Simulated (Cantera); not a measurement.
Input (Python, Cantera) and output of one run.

```python
import numpy as np
import cantera as ct

gas_names = """
    CL CL2 H HCL H2 N NH NH2 NH3 N2 N2H2 N2H4 Si SiCL SiCL2 SiCL3 SiCL4 SiH SiHCL3 SiH2 SiH2CL2 SiH3
    SiH3CL SiH4 SiN Si2 Si2N Si3
""".split()
cond_names = """
    NH4CL(a) NH4CL(b) Si(cr) Si(L) Si3N4(a)
""".split()


# ... load() reads the species with a 1 bar reference pressure and builds the phases ...
atoms = {
    'SiH2Cl2': {'Si': 1, 'H': 2, 'CL': 2},
    'HCl': {'H': 1, 'CL': 1},
    'N2': {'N': 2},
}
top_T = {'Si3N4(a)': 2400}  # K; cautious upper limits of use, not melting points


# ... equilibrate(T, P, feed) seeds the gas with the atoms and calls Mixture.equilibrate('TP', solver="vcs", rtol=1e-11, max_steps=5000) ...
results = []
feed = {'SiH2Cl2': 1, 'HCl': 0.67, 'N2': 7.2}  # mol
T = 1748.15  # K
P = 32000  # Pa
mix = equilibrate(T, P, feed)
results.append((T, P, feed, dict(zip(mix.species_names, mix.species_moles))))
x = sorted(zip(gas.X, gas.species_names), reverse=True)
print(f"T = {T:g} K  P = {P:g} Pa  gas = {mix.phase_moles(0):.4g} mol")
print("   x: " + "  ".join(f"{s} {v:.3e}" for v, s in x if v > 1e-06))
print("   condensed (mol): " + ("  ".join(f"{mix.phase(i).name} {mix.phase_moles(i):.4g}"
      for i in range(1, mix.n_phases) if mix.phase_moles(i) > 1e-12) or "none"))
```

Result:

```
T = 1748.15 K  P = 32000 Pa  gas = 9.54 mol
   x: N2 7.281e-01  HCL 1.342e-01  H2 7.257e-02  SiCL2 5.210e-02  SiCL3 9.377e-03  SiCL4 3.010e-03  SiHCL3 3.582e-04  CL 1.555e-04  H 1.090e-04  SiCL 9.616e-06  SiH2CL2 7.574e-06
   condensed (mol): Si3N4(a) 0.1271
```

Method: chemical equilibrium by Gibbs-energy minimisation in Cantera with the NASA 1993 tables (ideal gas, pure condensed phases). The tables' values for SiCl3 are old estimates; treat these amounts as uncertain.
